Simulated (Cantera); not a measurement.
Feed: 1 mol SiCl4, 10 mol NH3, 3.1 mol N2, at 5.20 mbar.

Cantera equilibrium calculation (NASA polynomials, part measured and part estimated; ideal gas, pure solids and liquids). Candidate condensed phases: NH4Cl, Si, Si3N4; 28 gas species. Gases not in the tables: Si2H6 and higher silanes. Kinetics and transport are ignored.

### Question
Which condensed phases are stable at each of these points (T (K)): 1325, 1400, 1475, 1550, 1625, 1700, 1775?

### Answer
```json
[
 {"T (K)": "1325", "condensed phases": "Si3N4(s)", "Si condensed (%)": "97.1"},
 {"T (K)": "1400", "condensed phases": "Si3N4(s)", "Si condensed (%)": "91.4"},
 {"T (K)": "1475", "condensed phases": "Si3N4(s)", "Si condensed (%)": "78.4"},
 {"T (K)": "1550", "condensed phases": "Si3N4(s)", "Si condensed (%)": "56.1"},
 {"T (K)": "1625", "condensed phases": "Si3N4(s)", "Si condensed (%)": "28.2"},
 {"T (K)": "1700", "condensed phases": "Si3N4(s)", "Si condensed (%)": "0.3"},
 {"T (K)": "1775", "condensed phases": "Si(l)", "Si condensed (%)": "1.2"}
]
```

From 1325 K to 1700 K the condensed part is Si3N4(s). At 1775 K the condensed part is Si(l).
